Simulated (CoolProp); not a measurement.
Aqueous ethanol as a coolant, at 18 °C, 1 atm.

The numbers come from the Melinder's fits for secondary coolants in CoolProp.

| mass % | freezing point (°C) | viscosity (mPa s) | Prandtl number | cp (kJ/(kg K)) | density (kg/m³) |
|---|---|---|---|---|---|
| 5 | -2.0 | 1.31 | 9.94 | 4.249 | 989.5 |
| 8.8 | -3.8 | 1.55 | 12.5 | 4.299 | 984.0 |
| 12.6 | -5.9 | 1.81 | 15.4 | 4.332 | 979.0 |
| 16.4 | -8.4 | 2.08 | 18.6 | 4.343 | 974.3 |
| 20.1 | -11.2 | 2.34 | 21.8 | 4.332 | 969.6 |
| 23.9 | -14.5 | 2.58 | 25.0 | 4.299 | 964.5 |
| 27.7 | -18.0 | 2.78 | 28.0 | 4.249 | 958.9 |
| 31.5 | -21.6 | 2.93 | 30.6 | 4.185 | 952.7 |
| 35.2 | -25.1 | 3.04 | 32.6 | 4.115 | 946.1 |
| 39 | -28.6 | 3.10 | 34.3 | 4.038 | 938.8 |
| 42.8 | -32.0 | 3.12 | 35.6 | 3.960 | 931.0 |
| 46.6 | -35.0 | 3.11 | 36.5 | 3.881 | 922.7 |
